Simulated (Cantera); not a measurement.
An isothermal, constant-pressure homogeneous reactor starts with 89.3 % NO, 10.7 % N2, at 1625 K and 1280 Torr.

Detailed kinetics in Cantera: GRI-Mech 3.0 (53 species, 325 reactions).

x: mole fraction; the columns are a selection and need not sum to one.

```csv
t (s),x NO,x N2O,x O,x N2,x NO2,x O2
1.00e-5,0.893,?,1.23e-7,0.107,4.29e-7,2.51e-10
3.88e-5,0.893,?,1.28e-7,0.107,2.02e-6,1.39e-9
0.000151,0.893,?,1.40e-7,0.107,8.28e-6,9.27e-9
0.000585,0.893,?,1.88e-7,0.107,3.36e-5,1.09e-7
0.00227,0.893,?,3.82e-7,0.107,0.000142,2.60e-6
0.00881,0.892,?,1.00e-6,0.107,0.000533,9.76e-5
0.0342,0.889,0.000304,1.43e-6,0.109,0.000828,0.00132
0.133,0.878,0.000297,1.81e-6,0.114,0.00105,0.00656
0.515,0.838,?,2.77e-6,0.134,0.00159,0.0259
2.00,0.713,?,4.65e-6,0.196,0.00231,0.0880
```

Complete the blanks.


- 1.00e-5, x N2O: 5.52e-7
- 3.88e-5, x N2O: 2.14e-6
- 0.000151, x N2O: 8.21e-6
- 0.000585, x N2O: 3.06e-5
- 0.00227, x N2O: 0.000103
- 0.00881, x N2O: 0.000244
- 0.515, x N2O: 0.000269
- 2.00, x N2O: 0.000193
